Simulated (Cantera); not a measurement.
Feed: 1 mol MgO, 2.2 mol O2, 0.32 mol SO2, equilibrated at 1275 °C and 9.70 bar.

Equilibrium computed with Cantera from the NASA thermochemical tables; the gas is ideal and each condensed phase is pure. Candidate condensed phases: Mg, MgO, MgS, MgSO4, S; 14 gas species. Kinetics and transport are ignored.

Q: What is the equilibrium state?

A: 
* **x(O2)**: 0.872
* **x(SO2)**: 0.118
* **x(SO3)**: 0.0101
* **x(O)**: 2.29e-6
* **n(MgO(s))**: 1.00 mol
* **gas amount**: 2.507 mol
* **log10 activity of S(l) (absent)**: -10.52
* **log10 activity of Mg(l) (absent)**: -14.97
